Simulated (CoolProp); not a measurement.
Properties of propylene glycol along the isotherm 620 K (Tc = 674.0 K, pc = 7.292 MPa, ω = 0.327).

Model: reference Helmholtz-energy equation of state, Eisenbach 2021, in CoolProp.

```tsv
p (MPa)	phase	cv (kJ/(kg K))	isothermal compressibility (1/MPa)
0.405	gas	2.895	2.536
0.81	gas	2.908	1.307
1.22	gas	2.922	0.8987
1.62	gas	2.937	0.7046
2.03	gas	2.955	0.5906
2.43	gas	2.974	0.5234
2.84	gas	2.997	0.4838
3.65	liquid	3.287	0.008909
```
